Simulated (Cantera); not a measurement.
**Premixed flame**

A freely propagating, adiabatic, planar premixed flame of CH₄ : O₂ : N₂ = 1 : 1.82 : 6.84 (molar parts), equivalence ratio 1.1, unburnt at 525 K and 3750 Torr; mixture-averaged transport, grid criteria slope 0.08 and curve 0.16, no radiation.

Computed with Cantera and GRI-Mech 3.0 (53 species, 325 reactions). Burning velocities carry a grid error of a few per cent, more on coarse grids.

```
z (mm)   T (K)  u (m/s)     x CH₄      x O₂    x N₂O    x C₂H₄      x NO    x CH₂
-------  -----  -------  --------  --------  -------  --------  --------  -------
-0.327     526    0.558     0.103     0.188    <1e-8   6.37e-8     <1e-8    <1e-8
-0.218     531    0.564     0.103     0.187    <1e-8   1.14e-6   1.83e-8    <1e-8
-0.164     546    0.582     0.101     0.186    <1e-8   5.66e-6   7.97e-8    <1e-8
-0.109     647    0.695    0.0941     0.178    <1e-8   5.66e-5   7.21e-7    <1e-8
-0.0545   1118     1.22    0.0626     0.135  4.36e-8  0.000496   8.22e-6  4.79e-8
-0.0273   1551     1.70    0.0326    0.0903  1.01e-7  0.000933   1.89e-5  3.97e-6
0         1949     2.15   0.00668    0.0419  1.76e-7  0.000435   3.53e-5  5.39e-5
0.0273    2115     2.33  0.000351    0.0170  2.33e-7   1.28e-5   5.63e-5  1.76e-5
0.0545    2173     2.38   1.01e-5   0.00955  2.55e-7   8.22e-8   6.95e-5  8.04e-7
0.109     2235     2.44   1.58e-8   0.00573  2.38e-7     <1e-8   8.08e-5    <1e-8
0.218     2294     2.49     <1e-8   0.00340  1.98e-7     <1e-8   9.18e-5    <1e-8
0.436     2337     2.54     <1e-8   0.00178  1.52e-7     <1e-8  0.000104    <1e-8
0.872     2361     2.56     <1e-8  0.000924  1.14e-7     <1e-8  0.000118    <1e-8
```
x: mole fraction of selected species; z is measured from the peak of heat release.

```json
{
 "laminar_burning_velocity": "55.6 cm/s",
 "thermal_thickness": "0.109 mm",
 "peak x(C₂H₄)": "0.000955",
 "peak x(CH₂)": "5.73e-5",
 "grid_points": "150"
}
```
